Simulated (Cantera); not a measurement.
# Thermodynamics of silicon epitaxy and polysilicon growth, feed SiH2Cl2 + Cl2 + H2

Feed: 1 mol SiH2Cl2, 0.58 mol Cl2, 3.4 mol H2, held at 750 °C and 6.60 Torr.

Equilibrium computed with Cantera from the NASA thermochemical tables; the gas is ideal and each condensed phase is pure. Candidate condensed phases: Si; 19 gas species. The tables' values for SiCl3 are old estimates; treat these amounts as uncertain. Equilibrium is a limit: real reactors are often held back by kinetics, nucleation or transport.

```json
{
  "x(H2)": "0.807",
  "x(SiCl4)": "0.120",
  "x(HCl)": "0.0449",
  "x(SiHCl3)": "0.0182",
  "x(SiCl3)": "0.00502",
  "x(SiCl2)": "0.00444",
  "x(SiH2Cl2)": "0.000307",
  "x(SiH3Cl)": "1.33e-6",
  "n(Si(s))": "0.226 mol",
  "gas_amount": "5.242 mol"
}
```
